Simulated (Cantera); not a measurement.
## Stirred combustor or abatement burner

A perfectly stirred reactor is fed with 7.02 % CH₄, 17.3 % O₂, 65.1 % N₂, 10.5 % CO₂, at 0.780 bar; it is adiabatic with a 300 K inlet, and is followed from long to short residence time, starting on the burning branch (τ in s: 0.33, 0.13, 0.051, 0.02, 0.0078, 0.003, 0.0012, 0.00046, 0.00018, 7.1e-05, 2.8e-05, 1.1e-05, 4.2e-06).

Detailed kinetics in Cantera: GRI-Mech 3.0 (53 species, 325 reactions).

| τ (s) | T (K) | x CH₄ | x O₂ | x CO₂ | x O | x NO | x C₂H₆ | x CO |
|---|---|---|---|---|---|---|---|---|
| 0.33 | 1788 | 5.87e-6 | 0.0332 | 0.174 | 9.67e-5 | 2.50e-5 | 7.11e-11 | 0.000994 |
| 0.13 | 1780 | 1.08e-5 | 0.0336 | 0.173 | 0.000166 | 2.10e-5 | 1.81e-10 | 0.00171 |
| 0.051 | 1767 | 1.99e-5 | 0.0341 | 0.172 | 0.000289 | 1.81e-5 | 4.32e-10 | 0.00292 |
| 0.020 | 1747 | 3.72e-5 | 0.0351 | 0.170 | 0.000495 | 1.58e-5 | 1.03e-9 | 0.00486 |
| 0.0078 | 1717 | 7.20e-5 | 0.0367 | 0.167 | 0.000819 | 1.39e-5 | 2.61e-9 | 0.00774 |
| 0.0030 | 1673 | 0.000149 | 0.0390 | 0.162 | 0.00127 | 1.19e-5 | 7.81e-9 | 0.0117 |
| 0.0012 | 1617 | 0.000330 | 0.0422 | 0.156 | 0.00174 | 9.06e-6 | 2.98e-8 | 0.0168 |
| 0.00046 | 1530 | 0.00103 | 0.0487 | 0.146 | 0.00176 | 4.66e-6 | 2.93e-7 | 0.0250 |
| 0.00018 | 300 | 0.0702 | 0.173 | 0.105 | <1e-12 | <1e-12 | <1e-12 | <1e-12 |
| 7.1e-5 | 300 | 0.0702 | 0.173 | 0.105 | <1e-12 | <1e-12 | <1e-12 | <1e-12 |
| 2.8e-5 | 300 | 0.0702 | 0.173 | 0.105 | <1e-12 | <1e-12 | <1e-12 | <1e-12 |
| 1.1e-5 | 300 | 0.0702 | 0.173 | 0.105 | <1e-12 | <1e-12 | <1e-12 | <1e-12 |
| 4.2e-6 | 300 | 0.0702 | 0.173 | 0.105 | <1e-12 | <1e-12 | <1e-12 | <1e-12 |
x: mole fraction; the columns are a selection and need not sum to one.
